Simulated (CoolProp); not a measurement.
Vapour-liquid equilibrium of carbon dioxide (1) + C2F6 (R116) (2) at -38.35 °C; x and y are mole fractions of (1).

Values from CoolProp's multi-fluid Helmholtz-energy mixture model, Span 1996 and Lemmon 2006; pair parameters Bell 2016.

Give the bubble pressure and the first vapour's composition at x = 0.05, 0.25, 0.85. Is there an azeotrope?

x = 0.05: 651.0 kPa, y = 0.144; x = 0.25: 940.3 kPa, y = 0.488; x = 0.85: 1191 kPa, y = 0.808. y crosses x between x = 0.75 and 0.85: the model has an azeotrope there.

The pair parameters rest on a limited set of measurements; away from them the model extrapolates.
